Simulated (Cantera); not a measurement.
A perfectly stirred reactor is fed with 47.6 % CH4, 52.4 % N2, at 20.0 Torr; it is held at 1498 K, and followed from long to short residence time.

Computed with Cantera and GRI-Mech 3.0 (53 species, 325 reactions). GRI-Mech 3.0 stops at C3 and has no aromatics, soot or wall deposition, so with more carbon than oxygen in the feed, carbon stays in small species such as C2H2 where larger ones or solid carbon would form. Radical loss at walls, strong at low pressure, is not modelled.

Question: Predict: x(CH4) at τ = 1.80 s; x(C2H2) at τ = 1.80 s; x(H) at τ = 1.80 s; x(HCN) at τ = 1.80 s; x(C2H) at τ = 1.80 s; x(CH4) at τ = 57.0 ms; x(C2H2) at τ = 57.0 ms; x(H) at τ = 57.0 ms.

Answer: 
| Quantity | Value |
|---|---|
| x(CH4) at τ = 1.80 s | 0.329 |
| x(C2H2) at τ = 1.80 s | 0.0462 |
| x(H) at τ = 1.80 s | 1.20e-5 |
| x(HCN) at τ = 1.80 s | 2.13e-9 |
| x(C2H) at τ = 1.80 s | 7.03e-9 |
| x(CH4) at τ = 57.0 ms | 0.472 |
| x(C2H2) at τ = 57.0 ms | 0.000195 |
| x(H) at τ = 57.0 ms | 3.40e-7 |
